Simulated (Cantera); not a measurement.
# Thermodynamics of carbon deposition, reforming and gasification, feed acetone + H2 + N2

Input: 1 mol acetone, 0.4 mol H2, 3.4 mol N2, held at 74.0 bar.

Equilibrium computed with Cantera from the NASA thermochemical tables; the gas is ideal and each condensed phase is pure. Candidate condensed phases: C, C6H6, C7H8, C8H18, H2O; 136 gas species. The feed counts by its element totals alone. The ideal-gas law is rough above about 30 bar. The numbers say what is thermodynamically allowed, not how fast it happens.

From 550 K to 2350 K the condensed part is C(graphite). The main C-bearing gas is CH4 at 550 K and CO at 2350 K. The share of C in condensed phases is highest at 1900 K (63.7 %) and lowest at 700 K (55.4 %).

| T (K) | log p N2 | log p H2 | log p CH4 | log p H2O | log p CO | log p CO2 | log p HCN | log p C2H2 (acetylene) | n C(graphite) |
|---|---|---|---|---|---|---|---|---|---|
| 550 | 1.65 | -0.70 | 1.22 | 1.06 | -3.61 | -0.08 | <-10 | <-10 | 1.68 |
| 700 | 1.65 | 0.14 | 1.21 | 1.02 | -1.75 | 0.11 | -7.38 | <-10 | 1.66 |
| 850 | 1.64 | 0.68 | 1.16 | 0.97 | -0.56 | 0.20 | -5.35 | <-10 | 1.71 |
| 1000 | 1.61 | 1.04 | 1.06 | 0.86 | 0.22 | 0.20 | -3.96 | -7.90 | 1.79 |
| 1150 | 1.58 | 1.26 | 0.89 | 0.63 | 0.70 | -0.01 | -2.96 | -6.15 | 1.78 |
| 1300 | 1.55 | 1.38 | 0.66 | 0.24 | 0.90 | -0.49 | -2.22 | -4.86 | 1.76 |
| 1450 | 1.53 | 1.44 | 0.41 | -0.20 | 0.96 | -1.06 | -1.65 | -3.87 | 1.81 |
| 1600 | 1.52 | 1.47 | 0.16 | -0.61 | 0.97 | -1.59 | -1.19 | -3.09 | 1.87 |
| 1750 | 1.51 | 1.49 | -0.06 | -0.97 | 0.98 | -2.04 | -0.82 | -2.45 | 1.90 |
| 1900 | 1.51 | 1.49 | -0.26 | -1.28 | 0.98 | -2.42 | -0.51 | -1.92 | 1.91 |
| 2050 | 1.51 | 1.50 | -0.44 | -1.54 | 0.98 | -2.74 | -0.25 | -1.48 | 1.89 |
| 2200 | 1.50 | 1.49 | -0.59 | -1.77 | 0.98 | -3.01 | -0.02 | -1.10 | 1.85 |
| 2350 | 1.50 | 1.49 | -0.73 | -1.97 | 0.98 | -3.25 | 0.17 | -0.77 | 1.77 |
log p: log10 of the partial pressure in bar; n: condensed amount in mol.
